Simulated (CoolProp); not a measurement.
Values from CoolProp's reference Helmholtz-energy equation of state, Lemmon 2006. It is a short technical equation, of lower accuracy than the large ones.

Q: Give the vapour pressure (bar), liquid density (kg/m³), enthalpy of vaporisation (kJ/kg), liquid cp (kJ/(kg K)) of saturated acetone at 375.6, 386.2, 439.1 K.

A: 
```csv
T (K),p (bar),liquid density (kg/m³),enthalpy of vaporisation (kJ/kg),liquid cp (kJ/(kg K))
375.6,3.96,691,445,2.40
386.2,5.14,676,431,2.45
439.1,15.4,591,342,2.80
```
